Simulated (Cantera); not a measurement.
Cantera run, input and output.

```python
import numpy as np
import cantera as ct

gas = ct.Solution("gri30.yaml")
gas.TPX = 1275, 910000, {'CH4': 0.026, 'O2': 0.0097, 'N2': 1}
reactor = ct.IdealGasConstPressureReactor(gas, energy="off", clone=False)
net = ct.ReactorNet([reactor])
net.rtol, net.atol = 1e-08, 1e-18
show = ['CH4', 'O2', 'NO', 'C2H4', 'H2O2', 'CO2', 'O']
times = np.geomspace(9e-05, 5, 10)

steps = ct.SolutionArray(gas, extra=["t"])
rows = []
print(f"{'t/s':>10s}{'T/K':>9s}{'P/Pa':>11s}" + "".join(f"{s:>11s}" for s in show))
for t in times:
    while net.time < t:
        t_next = net.step()
        steps.append(gas.state, t=t_next)
    rows.append([np.interp(t, steps.t, y) for y in (steps.T, steps.P, *steps(*show).X.T)])
    print(f"{t:10.3e}{rows[-1][0]:9.1f}{rows[-1][1]:11.4g}" + "".join(f"{x:11.3e}" for x in rows[-1][2:]))
rate = np.gradient(steps.T, steps.t)
print("integrator steps:", len(steps.t))
if steps.T.max() > steps.T[0] + 200:
    print(f"time of steepest temperature rise: {steps.t[rate.argmax()]:.4e} s")
gas.TPX = 1275, 910000, {'CH4': 0.026, 'O2': 0.0097, 'N2': 1}
gas.equilibrate("TP")
print(f"equilibrium (TP): T = {gas.T:.1f} K  " + "  ".join(f"{s} {gas[s].X[0]:.3e}" for s in show))
```

Output:

```
       t/s      T/K       P/Pa        CH4         O2         NO       C2H4       H2O2        CO2          O
 9.000e-05   1275.0    9.1e+05  2.510e-02  9.366e-03  1.067e-18  2.387e-12  8.992e-10  1.191e-13  8.435e-12
 3.030e-04   1275.0    9.1e+05  2.510e-02  9.366e-03  8.773e-18  1.620e-10  2.103e-09  6.405e-12  2.493e-11
 1.020e-03   1275.0    9.1e+05  2.510e-02  9.365e-03  9.067e-17  7.761e-09  2.071e-09  2.455e-10  6.704e-11
 3.434e-03   1275.0    9.1e+05  2.509e-02  9.361e-03  5.515e-16  8.038e-08  2.187e-09  2.188e-09  8.330e-11
 1.156e-02   1275.0    9.1e+05  2.506e-02  9.348e-03  2.856e-15  5.443e-07  3.164e-09  1.178e-08  1.063e-10
 3.892e-02   1275.0    9.1e+05  2.491e-02  9.272e-03  3.195e-14  6.202e-06  6.509e-09  1.448e-07  1.951e-10
 1.310e-01   1275.0    9.1e+05  2.383e-02  8.657e-03  1.592e-12  1.334e-04  1.534e-08  8.415e-06  6.740e-10
 4.411e-01   1275.0    9.1e+05  1.534e-02  1.233e-03  2.751e-10  1.005e-03  6.221e-09  6.721e-04  1.210e-09
 1.485e+00   1275.0    9.1e+05  1.432e-02  2.856e-05  1.421e-10  4.820e-04  4.354e-11  9.309e-04  6.598e-12
 5.000e+00   1275.0    9.1e+05  1.398e-02  6.789e-08  3.427e-11  4.516e-04  9.382e-14  1.028e-03  1.343e-14
integrator steps: 1559
equilibrium (TP): T = 1275.0 K  CH4 4.460e-03  O2 9.856e-25  NO 7.963e-16  C2H4 2.637e-05  H2O2 2.834e-25  CO2 5.893e-07  O 3.699e-20
```

Model: GRI-Mech 3.0 (53 species, 325 reactions), integrated in Cantera. GRI-Mech 3.0 stops at C3 and has no aromatics, soot or wall deposition, so with more carbon than oxygen in the feed, carbon stays in small species such as C2H2 where larger ones or solid carbon would form.
